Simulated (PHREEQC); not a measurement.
## Metal-bearing waste water (model solution)

Consider water at 60 °C with 0.0016 mol/kgw CuSO4, 0.14 mol/kgw ZnCl2, 0.0011 mol/kgw HCl and 0.02 mol/kgw Na2SO4. Closed to the air; pH follows from the charge balance.

Equilibrium calculation in PHREEQC: ion-association model, phreeqc.dat.

Each row changes one thing in this solution. This is a speciation only: nothing precipitates in the calculation.

```csv
case,pH,ionic strength (mol/kgw),Cl- (mol/kgw),SO4-2 (mol/kgw),Cu+2 (mol/kgw),CuCl+ (mol/kgw)
as made,3.25,0.336,0.222,0.00927,0.000846,0.000607
ZnCl2 replaced by Zn(NO3)2 at the same molality,3.22,0.437,0.000855,0.00820,0.00146,3.74e-6
ZnCl2 replaced by LiCl at the same molality,…,0.196,0.141,0.0168,0.000839,0.000451
Na2SO4 left out,3.09,…,0.217,0.000678,0.000899,0.000648
```

Q: Some entries are withheld; supply them.

A: 
- ZnCl2 replaced by LiCl at the same molality, pH: 3.39
- Na2SO4 left out, ionic strength (mol/kgw): 0.309

At this temperature some constants are extrapolated from 25 °C, and those without enthalpy data are left unchanged.
